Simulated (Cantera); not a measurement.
Feed: 1 mol MgO, 0.45 mol SO3, 0.77 mol H2O, 0.065 mol SO2, held at 1023 K and 0.133 bar.

Method: chemical equilibrium by Gibbs-energy minimisation in Cantera with the NASA 1993 tables (ideal gas, pure condensed phases). Candidate condensed phases: H2O, H2SO4, Mg, MgO, Mg(OH)2, MgS, MgSO4, S; 26 gas species. Mutual solubility and eutectic melting of coexisting phases are not modelled. The numbers say what is thermodynamically allowed, not how fast it happens.

Base state: H2O 0.922, SO2 0.0778, SO3 8.09e-5 (mole fractions); condensed: MgO(s) + MgSO4(s).

Task: What changes in the equilibrium state with this change: temperature from 1023 K to 1825 K?

Result: 
```
species         before     after
-------------  -------  --------
H2O              0.922     0.508
SO2             0.0778     0.340
O2             4.21e-6     0.148
O                <1e-9  0.000162
SO               <1e-9   6.32e-5
MgO(s), mol      0.550     1.000
MgSO4(s), mol    0.450         0
```

Task: What changes in the equilibrium state with this change: MgO replaced by FeS?

Result: 
| species | before | after |
|---|---|---|
| H2O | 0.922 | 0.528 |
| SO2 | 0.0778 | 0.437 |
| S2 | <1e-9 | 0.0211 |
| H2S | <1e-9 | 0.0102 |
| S2O | <1e-9 | 0.00127 |
| SO | <1e-9 | 3.82e-5 |
| H2 | 2.10e-7 | 0.00181 |
| SO3 | 8.09e-5 | 3.02e-8 |
| MgO(s), mol | 0.550 | 0 |
| MgSO4(s), mol | 0.450 | 0 |
| FeS(s), mol | 0 | 0.813 |
| Fe3O4(s), mol | 0 | 0.0622 |
FeS: taken at fixed stoichiometry. Gases not in the tables: S3 to S7. Further candidate phases: Fe, FeO, Fe(OH)2, Fe(OH)3, FeS, FeSO4, FeS2, Fe2O3, Fe2(SO4)3, Fe3O4.
